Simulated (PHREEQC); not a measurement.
Dissolve 0.13 mol/kgw ZnCl2, 0.0065 mol/kgw NaOH and 0.082 mol/kgw HCl at 5.7 °C. Closed to the air; pH follows from the charge balance.

Model: ion-association model, wateq4f.dat, run in PHREEQC.

Precipitation was switched off in this run.

**Question.** Order these Zn species by the share of Zn that they hold, largest first: ZnCl+, Zn+2, ZnCl2, ZnCl3-.

**Answer.** Zn+2 (90 %), ZnCl+ (8.4 %), ZnCl2 (1.1 %), ZnCl3- (0.37 %)

The pH is 1.23 and the ionic strength 0.444 mol/kgw. Species that the database lacks are ignored. At this temperature some constants are extrapolated from 25 °C, and those without enthalpy data are left unchanged.
